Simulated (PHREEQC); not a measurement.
PHREEQC input (ion-association model, wateq4f.dat):

```
SOLUTION_MASTER_SPECIES
  An  An-  0  An  62.0  # stands for a non-complexing anion
SOLUTION_SPECIES
  An- = An-
    -log_k 0
    -gamma 3.0 0
PHASES
  Fix_H+
    H+ = H+
    -log_k 0
SOLUTION 1
  temp 25
  units mmol/kgw
  pH 7 charge
  Cl 1.26
  Mn(2) 0.63
  B 0.016
  Na 10
  An 10
END
SELECTED_OUTPUT 1
  -reset false
  -pH true
  -pe true
  -ionic_strength true
  -water true
  -totals B Cl Mn Na Mn(2) Mn(3) Mn(6) Mn(7)
  -molalities Hfo_wOH Hfo_wOH2+ Hfo_wO- Hfo_sOH Hfo_sOH2+ Hfo_sO- Hfo_sOMn+ Hfo_wOMn+ Hfo_wH2BO3
  -saturation_indices Pyrochroite Halite
USER_PUNCH 1
  -headings sigma psi
  10 PUNCH EDL("sigma", "Hfo"), EDL("psi", "Hfo")
PRINT
  -reset false
USE solution 1
SURFACE 1
  Hfo_wOH 0.000876404 600 0.39
  Hfo_sOH 2.19101e-05
EQUILIBRIUM_PHASES 1
  Fix_H+ -3 HAn 10
    -force_equality true
END
# ... the last block is repeated for the other 16 points of pH, with NaOH or the acid as the point needs
```

Selected output (columns that matter, 12 of 17 rows; pH added in front):

```
pH	mu	B	Mn	Na	m_Hfo_wOH	m_Hfo_wOH2+	m_Hfo_wO-	m_Hfo_sOH	m_Hfo_sOH2+	m_Hfo_sO-	si_Pyrochroite	si_Halite	sigma	psi
3	0.013393	1.5994e-05	0.00063	0.01	9.4838e-05	0.0007813	2.6372e-07	2.371e-06	1.9532e-05	6.5931e-09	-12.595	-6.5845	0.33012	0.1996
3.5	0.012579	1.5986e-05	0.00063	0.01	0.00020274	0.00067225	1.4007e-06	5.0683e-06	1.6805e-05	3.5016e-08	-11.59	-6.5817	0.28355	0.19341
4.5	0.012125	1.597e-05	0.00062991	0.01	0.00045454	0.0004103	1.1535e-05	1.1319e-05	1.0218e-05	2.8727e-07	-9.5871	-6.5802	0.16857	0.16768
5	0.01204	1.5963e-05	0.00062936	0.01	0.00054799	0.00030587	2.2491e-05	1.3311e-05	7.4298e-06	5.4632e-07	-8.5869	-6.5799	0.11996	0.15045
6	0.011909	1.5957e-05	0.00061536	0.01	0.00064764	0.00017161	5.5994e-05	6.2114e-06	1.6458e-06	5.3703e-07	-6.5959	-6.5794	0.054167	0.11043
6.5	0.011842	1.5956e-05	0.00060139	0.01	0.00066064	0.00013108	7.6275e-05	1.2699e-06	2.5198e-07	1.4662e-07	-5.6054	-6.5791	0.03444	0.088286
7.5	0.011684	1.5967e-05	0.00044748	0.010324	0.00050735	3.3783e-05	0.00017455	5.4758e-08	3.6462e-09	1.8839e-08	-3.7331	-6.5646	0.017211	0.057181
8	0.011568	1.598e-05	0.00032671	0.010573	0.00031184	8.1e-06	0.00027503	1.9253e-08	5.001e-10	1.6981e-08	-2.8695	-6.5537	0.014983	0.051788
9	0.011453	1.5997e-05	0.00019571	0.010859	5.9578e-05	2.0117e-07	0.00040422	2.512e-09	8.4819e-12	1.7043e-08	-1.0986	-6.5415	0.012473	0.045049
9.5	0.011458	1.5999e-05	0.00017704	0.010933	2.1156e-05	2.4175e-08	0.00042415	8.5346e-10	9.7524e-13	1.711e-08	-0.1592	-6.5385	0.011883	0.043307
10.5	0.011723	1.6e-05	0.00016989	0.011328	2.7113e-06	3.8671e-10	0.00043547	1.0759e-10	1.5346e-14	1.7281e-08	1.6439	-6.524	0.010151	0.03761
11	0.01245	1.6e-05	0.00017155	0.01215	1.1537e-06	6.9504e-11	0.00043869	4.5956e-11	2.7687e-15	1.7475e-08	2.3877	-6.4961	0.0081367	0.030174
```

Along this series the solution becomes supersaturated in solids that the run did not let form, among them Pyrochroite. The oxide is taken as insoluble; below pH 4 it would dissolve.
